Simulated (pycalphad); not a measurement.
## Freezing of Al-Si alloys with rising Si

All values are pycalphad results on the COST 507 light-alloy database (1999) (1 atm), not direct measurements. The database dates from 1999; later assessments differ in places, in temperatures and in the compounds included. Amounts are mole fractions of atoms.

Scheil-Gulliver runs (no diffusion in the solid, steps of 4 K) beside full equilibrium.

| alloy | liquidus (K) | Scheil, half solid (K) | Scheil, 80 % solid (K) | Scheil, invariant end (K) | liquid left at that end | equilibrium solidus (K) |
|---|---|---|---|---|---|---|
| Al-16.08Si (wt.%) | 906 | at the invariant end | at the invariant end | 850 | 0.96 | 850 |
| Al-21.41Si (wt.%) | 981 | at the invariant end | at the invariant end | 850 | 0.90 | 850 |
| Al-31.98Si (wt.%) | 1119 | at the invariant end | at the invariant end | 850 | 0.78 | 850 |
